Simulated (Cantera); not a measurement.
A closed system holds: 1 mol SiC, 0.026 mol CO2, 1.6 mol H2, held at 2023 K and 47.0 Pa.

These are equilibrium values from Cantera (NASA tables, ideal gas, pure condensed phases), not measurements of a reactor. Candidate condensed phases: C, C6H6, C7H8, C8H18, H2O, Si, SiC, SiO2; 123 gas species. Gases not in the tables: Si2H6 and higher silanes. Equilibrium is a limit: real reactors are often held back by kinetics, nucleation or transport.

Base state: H2 0.874, H 0.0819, CO 0.0288, Si 0.0131, SiO 0.000928, Si2C 0.000394, C2H2 (acetylene) 0.000238, SiC2 0.000183 (mole fractions); condensed: SiC(s).

**Question.** What changes in the equilibrium state with this change: pressure from 47.0 Pa to 0.360 Pa?

**Answer.** 
```csv
species,before,after
H,0.0819,0.474
Si,0.0131,0.271
H2,0.874,0.224
SiC2,0.000183,0.0125
CO,0.0288,0.0150
C3,1.74e-8,1.35e-5
C,5.84e-8,1.38e-5
SiH2,1.14e-5,4.65e-7
SiO,0.000928,4.23e-5
"SiC(s), mol",0.973,0
"C(graphite), mol",0,0.878
```

**Question.** What changes in the equilibrium state with this change: temperature from 2023 K to 1698 K?

**Answer.** 
```tsv
species	before	after
H2	0.874	0.962
CO	0.0288	0.0236
SiO	0.000928	0.00775
H	0.0819	0.00654
Si	0.0131	0.000184
SiC2	0.000183	1.77e-8
Si2C	0.000394	1.10e-6
SiC(s), mol	0.973	0.987
```
